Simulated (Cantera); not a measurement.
Feed: 1 mol CsOH, 2 mol H2, equilibrated at 1773.15 K and 19000 Pa.

Equilibrium computed with Cantera from the NASA thermochemical tables; the gas is ideal and each condensed phase is pure. Candidate condensed phases: Cs, CsOH, H2O; 15 gas species. Kinetics and transport are ignored.

Base state: H2 0.530, H2O 0.164, Cs 0.164, CsOH 0.142, H 0.000476, Cs2 2.26e-5 (mole fractions); condensed: gas only.

**Question.** What changes in the equilibrium state with this change: 0.4 mol HCl added?

**Answer.** 
```tsv
species	before	after
H2	0.530	0.522
H2O	0.164	0.196
CsCl	0	0.112
Cs	0.164	0.0829
CsOH	0.142	0.0863
Cs2Cl2	0	0.000202
HCl	0	6.43e-5
Cs2	2.26e-5	5.78e-6
OH	9.13e-6	1.10e-5
```
Further candidate phases: CsCl.
